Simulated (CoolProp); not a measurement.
Saturation properties of fluorine.

Model: reference Helmholtz-energy equation of state, de Reuck 1990, in CoolProp.

```json
[
 {"T (K)": "101.8", "p (kPa)": "493.2", "liquid cp (kJ/(kg K))": "1.599", "vapour Z": "0.9000", "surface tension (mN/m)": "9.00"},
 {"T (K)": "104", "p (kPa)": "583.1", "liquid cp (kJ/(kg K))": "1.617", "vapour Z": "0.8883", "surface tension (mN/m)": "8.43"},
 {"T (K)": "106.3", "p (kPa)": "689.5", "liquid cp (kJ/(kg K))": "1.638", "vapour Z": "0.8753", "surface tension (mN/m)": "7.85"},
 {"T (K)": "108.5", "p (kPa)": "803.7", "liquid cp (kJ/(kg K))": "1.661", "vapour Z": "0.8619", "surface tension (mN/m)": "7.30"},
 {"T (K)": "110.8", "p (kPa)": "937.2", "liquid cp (kJ/(kg K))": "1.689", "vapour Z": "0.8470", "surface tension (mN/m)": "6.74"},
 {"T (K)": "113.1", "p (kPa)": "1086", "liquid cp (kJ/(kg K))": "1.721", "vapour Z": "0.8311", "surface tension (mN/m)": "6.18"},
 {"T (K)": "115.3", "p (kPa)": "1244", "liquid cp (kJ/(kg K))": "1.757", "vapour Z": "0.8149", "surface tension (mN/m)": "5.66"},
 {"T (K)": "117.6", "p (kPa)": "1425", "liquid cp (kJ/(kg K))": "1.801", "vapour Z": "0.7967", "surface tension (mN/m)": "5.12"},
 {"T (K)": "119.8", "p (kPa)": "1616", "liquid cp (kJ/(kg K))": "1.852", "vapour Z": "0.7781", "surface tension (mN/m)": "4.61"},
 {"T (K)": "122.1", "p (kPa)": "1834", "liquid cp (kJ/(kg K))": "1.917", "vapour Z": "0.7572", "surface tension (mN/m)": "4.09"},
 {"T (K)": "124.3", "p (kPa)": "2062", "liquid cp (kJ/(kg K))": "1.993", "vapour Z": "0.7358", "surface tension (mN/m)": "3.61"},
 {"T (K)": "126.6", "p (kPa)": "2322", "liquid cp (kJ/(kg K))": "2.094", "vapour Z": "0.7116", "surface tension (mN/m)": "3.11"},
 {"T (K)": "128.9", "p (kPa)": "2604", "liquid cp (kJ/(kg K))": "2.226", "vapour Z": "0.6854", "surface tension (mN/m)": "2.63"},
 {"T (K)": "131.1", "p (kPa)": "2897", "liquid cp (kJ/(kg K))": "2.396", "vapour Z": "0.6580", "surface tension (mN/m)": "2.18"}
]
```

It boils at 85.0 K under 1 atm.

Surface tension comes from a separate correlation (Mulero 2012).
